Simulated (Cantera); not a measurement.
What does this Cantera script print?

```python
import numpy as np
import cantera as ct

gas_names = [...]  # 110 gases of nasa_gas.yaml made of C, H, O
cond_names = """
    C(gr) C6H6(L) C7H8(L) C8H18(L),n-octa H2O(s) H2O(L)
""".split()


# ... load() reads the species with a 1 bar reference pressure and builds the phases ...
atoms = {
    'C': {'C': 1},
    'H2O': {'H': 2, 'O': 1},
    'H2': {'H': 2},
}
top_T = {'C(gr)': 4500}  # K; cautious upper limits of use, not melting points


# ... equilibrate(T, P, feed) seeds the gas with the atoms and calls Mixture.equilibrate('TP', solver="vcs", rtol=1e-11, max_steps=5000) ...
results = []
T = 925  # K
P = 4900000  # Pa
for m in [0.25, 0.6, 0.95, 1.3, 1.7, 2, 2.3, 2.7, 3, 3.4]:
    feed = {'C': 1, 'H2O': m, 'H2': 0.93}  # mol
    mix = equilibrate(T, P, feed)
    results.append((T, P, feed, dict(zip(mix.species_names, mix.species_moles))))
    x = sorted(zip(gas.X, gas.species_names), reverse=True)
    print(f"T = {T:g} K  P = {P:g} Pa  n(H2O) = {m:g} mol  gas = {mix.phase_moles(0):.4g} mol")
    print("   x: " + "  ".join(f"{s} {v:.3e}" for v, s in x if v > 1e-05))
    print("   condensed (mol): " + ("  ".join(f"{mix.phase(i).name} {mix.phase_moles(i):.4g}"
          for i in range(1, mix.n_phases) if mix.phase_moles(i) > 1e-12) or "none"))
```

Result:

```
T = 925 K  P = 4.9e+06 Pa  n(H2O) = 0.25 mol  gas = 0.8073 mol
   x: CH4 5.086e-01  H2O 2.304e-01  H2 2.139e-01  CO2 3.223e-02  CO 1.479e-02  C2H6 1.048e-04
   condensed (mol): C(gr) 0.5513
T = 925 K  P = 4.9e+06 Pa  n(H2O) = 0.6 mol  gas = 1.19 mol
   x: CH4 3.894e-01  H2O 3.192e-01  H2 1.872e-01  CO2 8.075e-02  CO 2.341e-02  C2H6 7.021e-05
   condensed (mol): C(gr) 0.4123
T = 925 K  P = 4.9e+06 Pa  n(H2O) = 0.95 mol  gas = 1.573 mol
   x: H2O 3.503e-01  CH4 3.354e-01  H2 1.737e-01  CO2 1.129e-01  CO 2.769e-02  C2H6 5.612e-05
   condensed (mol): C(gr) 0.2509
T = 925 K  P = 4.9e+06 Pa  n(H2O) = 1.3 mol  gas = 1.956 mol
   x: H2O 3.647e-01  CH4 3.047e-01  H2 1.655e-01  CO2 1.348e-01  CO 3.025e-02  C2H6 4.859e-05
   condensed (mol): C(gr) 0.08085
T = 925 K  P = 4.9e+06 Pa  n(H2O) = 1.7 mol  gas = 2.401 mol
   x: H2O 4.142e-01  CH4 2.560e-01  H2 1.693e-01  CO2 1.335e-01  CO 2.699e-02  C2H6 3.355e-05
   condensed (mol): none
T = 925 K  P = 4.9e+06 Pa  n(H2O) = 2 mol  gas = 2.736 mol
   x: H2O 4.599e-01  CH4 2.182e-01  H2 1.746e-01  CO2 1.240e-01  CO 2.328e-02  C2H6 2.364e-05
   condensed (mol): none
T = 925 K  P = 4.9e+06 Pa  n(H2O) = 2.3 mol  gas = 3.07 mol
   x: H2O 4.964e-01  CH4 1.890e-01  H2 1.779e-01  CO2 1.162e-01  CO 2.058e-02  C2H6 1.740e-05
   condensed (mol): none
T = 925 K  P = 4.9e+06 Pa  n(H2O) = 2.7 mol  gas = 3.513 mol
   x: H2O 5.351e-01  H2 1.802e-01  CH4 1.589e-01  CO2 1.077e-01  CO 1.794e-02  C2H6 1.215e-05
   condensed (mol): none
T = 925 K  P = 4.9e+06 Pa  n(H2O) = 3 mol  gas = 3.845 mol
   x: H2O 5.589e-01  H2 1.810e-01  CH4 1.412e-01  CO2 1.025e-01  CO 1.642e-02
   condensed (mol): none
T = 925 K  P = 4.9e+06 Pa  n(H2O) = 3.4 mol  gas = 4.285 mol
   x: H2O 5.854e-01  H2 1.813e-01  CH4 1.219e-01  CO2 9.664e-02  CO 1.480e-02
   condensed (mol): none
```

Method: chemical equilibrium by Gibbs-energy minimisation in Cantera with the NASA 1993 tables (ideal gas, pure condensed phases). The ideal-gas law is rough above about 30 bar.
